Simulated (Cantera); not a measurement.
An adiabatic, constant-volume homogeneous reactor starts with 12.3 % C2H4, 16.8 % O2, 63.3 % N2, 3.70 % CO2, 3.95 % H2O, at 1475 K and 0.220 bar.

Computed with Cantera and GRI-Mech 3.0 (53 species, 325 reactions). GRI-Mech 3.0 was tuned for natural gas; its chemistry of ethylene as a main component is partial and can be far from experiment.

Q: Predict: time of steepest temperature rise; temperature at 6.00 s; equilibrium temperature; x(O2) at 6.00 s; x(CO2) at 6.00 s; x(H2) at 6.00 s; x(NO) at 6.00 s.

A: 
```json
{
  "time_of_steepest_temperature_rise": "0.126 ms",
  "temperature at 6.00 s": "2730 K",
  "equilibrium_temperature": "2730 K",
  "x(O2) at 6.00 s": "0.000403 (gas-phase equilibrium 0.000403)",
  "x(CO2) at 6.00 s": "0.0258 (gas-phase equilibrium 0.0258)",
  "x(H2) at 6.00 s": "0.115 (gas-phase equilibrium 0.115)",
  "x(NO) at 6.00 s": "0.00118 (gas-phase equilibrium 0.00118)"
}
```
